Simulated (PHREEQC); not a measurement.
30 mol of Thenardite (Na2SO4) is brought to equilibrium with 1 kg of water holding 45 mmol/kgw NaHCO3, at 53 °C and several pressures. CO2 from the air is kept out. Only these solids could form: Thenardite.

Computed with PHREEQC (Pitzer model, pitzer.dat).

```json
[
 {"P (atm)": "1", "pH": "7.17", "dissolved Na (mol/kgw)": "6.46", "dissolved S (mol/kgw)": "3.21"},
 {"P (atm)": "50", "pH": "7.15", "dissolved Na (mol/kgw)": "6.52", "dissolved S (mol/kgw)": "3.24"},
 {"P (atm)": "100", "pH": "7.13", "dissolved Na (mol/kgw)": "6.57", "dissolved S (mol/kgw)": "3.26"},
 {"P (atm)": "200", "pH": "7.09", "dissolved Na (mol/kgw)": "6.68", "dissolved S (mol/kgw)": "3.32"},
 {"P (atm)": "300", "pH": "7.06", "dissolved Na (mol/kgw)": "6.78", "dissolved S (mol/kgw)": "3.37"},
 {"P (atm)": "500", "pH": "6.99", "dissolved Na (mol/kgw)": "6.95", "dissolved S (mol/kgw)": "3.45"},
 {"P (atm)": "600", "pH": "6.96", "dissolved Na (mol/kgw)": "7.03", "dissolved S (mol/kgw)": "3.49"},
 {"P (atm)": "800", "pH": "6.90", "dissolved Na (mol/kgw)": "7.17", "dissolved S (mol/kgw)": "3.56"},
 {"P (atm)": "1000", "pH": "6.84", "dissolved Na (mol/kgw)": "7.31", "dissolved S (mol/kgw)": "3.63"}
]
```

In brines, pH and single-ion activities rest on the MacInnes convention. Away from 25 °C the constants follow the database's enthalpies or fits; those with neither stay at their 25 °C values.
